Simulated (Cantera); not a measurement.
An adiabatic, constant-pressure homogeneous reactor starts with 15.2 % CH₄, 17.9 % O₂, 67.0 % N₂, equivalence ratio 1.7, at 1723 K and 5.00 bar.

Computed with Cantera and GRI-Mech 3.0 (53 species, 325 reactions).

One state of this run: T (K) = 2848; x CH₄ = 2.01e-11; x O₂ = 0.000280; x C₂H₂ = <1e-12; x HO₂ = 4.05e-7; x NO = 0.00124. x: mole fraction; the columns are a selection and need not sum to one.

### Question
Which value of t (s) does it belong to?
A. 6.77e-5
B. 0.0704
C. 5.00e-6
D. 1.19e-5

### Answer
B, 0.0704
